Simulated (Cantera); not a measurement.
# Thermodynamics of silicon oxide and oxynitride deposition, feed HMDSO + NO

Feed: 1 mol HMDSO, 0.32 mol NO, equilibrated at 2050 K.

Cantera equilibrium calculation (NASA polynomials, part measured and part estimated; ideal gas, pure solids and liquids). Candidate condensed phases: C, C6H6, C7H8, C8H18, H2O, Si, SiC, SiO2, Si2N2O, Si3N4; 151 gas species. The feed counts by its element totals alone. The tables' values for SiN are old estimates; treat these amounts as uncertain. Equilibrium is a limit: real reactors are often held back by kinetics, nucleation or transport.

From 5.00e-5 bar to 1.00 bar the condensed part is C(graphite) + SiC(s). The main Si-bearing gas is Si at 5.00e-5 bar and SiO at 1.00 bar.

```json
[
 {"P (Pa)": "5", "x H2": "0.543", "x H": "0.236", "x CO": "0.0962", "x Si": "0.101", "x N2": "0.0110", "x SiC2": "0.00527", "n C(graphite)": "4.03", "n SiC(s)": "0.436"},
 {"P (Pa)": "15", "x H2": "0.683", "x H": "0.153", "x CO": "0.111", "x Si": "0.0338", "x N2": "0.0126", "x SiC2": "0.00176", "n C(graphite)": "3.06", "n SiC(s)": "1.54"},
 {"P (Pa)": "45", "x H2": "0.760", "x H": "0.0932", "x CO": "0.117", "x Si": "0.0113", "x N2": "0.0134", "x SiC2": "0.000586", "n C(graphite)": "2.79", "n SiC(s)": "1.84"},
 {"P (Pa)": "140", "x H2": "0.803", "x H": "0.0543", "x CO": "0.121", "x Si": "0.00362", "x N2": "0.0138", "x SiC2": "0.000188", "n C(graphite)": "2.71", "n SiC(s)": "1.94"},
 {"P (Pa)": "410", "x H2": "0.826", "x H": "0.0322", "x CO": "0.122", "x Si": "0.00124", "x N2": "0.0140", "x SiC2": "6.43e-5", "n C(graphite)": "2.68", "n SiC(s)": "1.97"},
 {"P (Pa)": "1200", "x H2": "0.839", "x H": "0.0190", "x CO": "0.123", "x Si": "0.000423", "x N2": "0.0141", "x SiC2": "2.20e-5", "n C(graphite)": "2.67", "n SiC(s)": "1.98"},
 {"P (Pa)": "3700", "x H2": "0.847", "x H": "0.0109", "x CO": "0.124", "x Si": "0.000137", "x N2": "0.0141", "x SiC2": "7.13e-6", "n C(graphite)": "2.67", "n SiC(s)": "1.98"},
 {"P (Pa)": "11000", "x H2": "0.851", "x H": "0.00631", "x CO": "0.124", "x Si": "4.61e-5", "x N2": "0.0142", "x SiC2": "2.40e-6", "n C(graphite)": "2.67", "n SiC(s)": "1.99"},
 {"P (Pa)": "33000", "x H2": "0.853", "x H": "0.00365", "x CO": "0.124", "x Si": "1.54e-5", "x N2": "0.0142", "x SiC2": "7.99e-7", "n C(graphite)": "2.67", "n SiC(s)": "1.99"},
 {"P (Pa)": "100000", "x H2": "0.855", "x H": "0.00210", "x CO": "0.125", "x Si": "5.07e-6", "x N2": "0.0142", "x SiC2": "2.64e-7", "n C(graphite)": "2.66", "n SiC(s)": "1.99"}
]
```
x: gas mole fraction; n: condensed amount in mol.
